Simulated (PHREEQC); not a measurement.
Synthetic water in mg/L, 5 °C, pH 1.87, pe 9:

```tsv
constituent	mg/L
Na	177
K	348
Ca	415
Mg	49.2
Cl	462
S(6) as SO4	2600
Zn	2.14
Cu(2)	4.65
Ni	11.3
```

Na is adjusted to close the charge balance.
Valence states are taken as typed.

Model: ion-association model, wateq4f.dat, run in PHREEQC.

This is a speciation only: nothing precipitates in the calculation.

Task: Order these Cu species by the share of Cu that they hold, largest first: CuCl+, CuSO4, Cu+2.

Result: Cu+2 (67 %), CuSO4 (33 %), CuCl+ (0.36 %)

The pH is 1.87 and the ionic strength 0.0758 mol/kgw. Constants without temperature data keep their 25 °C values here.
